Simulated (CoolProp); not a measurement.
Decamethyltetrasiloxane (MD2M) at 508.83 K and 10 MPa is throttled through a valve to 4.6 MPa with no heat exchange. Each further row changes one setting.

The numbers come from the reference Helmholtz-energy equation of state, Thol 2017 in CoolProp.

| case | temperature change (K) | final density (kg/m³) |
|---|---|---|
| as stated | +0.8 | 644 |
| outlet pressure 1.38 MPa | +0.9 | ___ |
| outlet pressure 5.98 MPa | ___ | ___ |

Problem. Complete the blanks.

Solution. 
- outlet pressure 1.38 MPa, final density (kg/m³): 620
- outlet pressure 5.98 MPa, temperature change (K): +0.7
- outlet pressure 5.98 MPa, final density (kg/m³): 652
